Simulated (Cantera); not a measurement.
Charge: 1 mol Si3H8, 0.033 mol HCl, 36 mol H2, held at 1673.15 K and 101000 Pa.

Cantera equilibrium calculation (NASA polynomials, part measured and part estimated; ideal gas, pure solids and liquids). Candidate condensed phases: Si; 19 gas species. The feed counts by its element totals alone. Gases not in the tables: Si2H6 and higher silanes. Rates play no part.

Problem. What is the equilibrium state?

Solution. x(H2): 0.999
x(HCl): 0.000819
x(H): 0.000113
x(SiH2): 1.10e-5
x(SiCl2): 2.42e-6
x(SiH4): 1.26e-6
n(Si(s)): 3.00 mol
gas amount: 40.04 mol
